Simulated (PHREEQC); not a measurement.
Dissolve 0.011 mol CuSO4, 0.00063 mol HBF4 and 0.18 mol FeCl3 per kg of water at 20 °C. Closed to the air; pH follows from the charge balance.

Equilibrium calculation in PHREEQC: ion-association model, phreeqc.dat.

Each row changes one thing in this solution. No solid was allowed to form.

```json
[
 {"case": "as made", "pH": "1.90", "ionic strength (mol/kgw)": "0.619", "Cl- (mol/kgw)": "0.384", "Cu+2 (mol/kgw)": "0.00907", "CuCl+ (mol/kgw)": "0.00173", "SO4-2 (mol/kgw)": "0.00113"},
 {"case": "temperature from 20 to 70 °C", "pH": "1.68", "ionic strength (mol/kgw)": "0.617", "Cl- (mol/kgw)": "0.393", "Cu+2 (mol/kgw)": "0.00412", "CuCl+ (mol/kgw)": "0.00619", "SO4-2 (mol/kgw)": "0.00121"},
 {"case": "FeCl3 replaced by (CH3)4NCl at the same molality", "pH": "3.06", "ionic strength (mol/kgw)": "0.217", "Cl- (mol/kgw)": "0.179", "Cu+2 (mol/kgw)": "0.00850", "CuCl+ (mol/kgw)": "0.00102", "SO4-2 (mol/kgw)": "0.00935"},
 {"case": "0.15 mol/kgw H2SO4 added", "pH": "0.80", "ionic strength (mol/kgw)": "?", "Cl- (mol/kgw)": "0.450", "Cu+2 (mol/kgw)": "0.00823", "CuCl+ (mol/kgw)": "0.00179", "SO4-2 (mol/kgw)": "0.0145"},
 {"case": "temperature from 20 to 80 °C", "pH": "1.65", "ionic strength (mol/kgw)": "0.618", "Cl- (mol/kgw)": "0.395", "Cu+2 (mol/kgw)": "0.00329", "CuCl+ (mol/kgw)": "0.00690", "SO4-2 (mol/kgw)": "0.00120"},
 {"case": "CuSO4 from 0.011 to 0.11 mol/kgw", "pH": "2.15", "ionic strength (mol/kgw)": "?", "Cl- (mol/kgw)": "0.427", "Cu+2 (mol/kgw)": "0.0818", "CuCl+ (mol/kgw)": "0.0168", "SO4-2 (mol/kgw)": "0.0179"},
 {"case": "HBF4 left out", "pH": "1.92", "ionic strength (mol/kgw)": "0.622", "Cl- (mol/kgw)": "0.383", "Cu+2 (mol/kgw)": "0.00907", "CuCl+ (mol/kgw)": "0.00173", "SO4-2 (mol/kgw)": "0.00113"},
 {"case": "diluted 100-fold with water", "pH": "2.87", "ionic strength (mol/kgw)": "?", "Cl- (mol/kgw)": "0.00536", "Cu+2 (mol/kgw)": "0.000109", "CuCl+ (mol/kgw)": "8.53e-7", "SO4-2 (mol/kgw)": "4.39e-5"},
 {"case": "FeCl3 from 0.18 to 0.162 mol/kgw", "pH": "1.90", "ionic strength (mol/kgw)": "0.573", "Cl- (mol/kgw)": "0.352", "Cu+2 (mol/kgw)": "?", "CuCl+ (mol/kgw)": "0.00164", "SO4-2 (mol/kgw)": "0.00113"}
]
```

Complete the blanks.


- 0.15 mol/kgw H2SO4 added, ionic strength (mol/kgw): 0.692
- CuSO4 from 0.011 to 0.11 mol/kgw, ionic strength (mol/kgw): 0.705
- diluted 100-fold with water, ionic strength (mol/kgw): 0.00832
- FeCl3 from 0.18 to 0.162 mol/kgw, Cu+2 (mol/kgw): 0.00917

The ionic strength passes 0.7 mol/kgw, the rough limit of the ion-association models, in CuSO4 from 0.011 to 0.11 mol/kgw. Complexes and solids missing from the database can't appear. Some of these states are supersaturated (in Hematite (slow to form), Goethite (slow to form), for instance). Constants without temperature data keep their 25 °C values here. Real BF4- forms and hydrolyses slowly; the run takes it at equilibrium. Fluoro complexes past AlF4- and FeF3 are missing from the database.
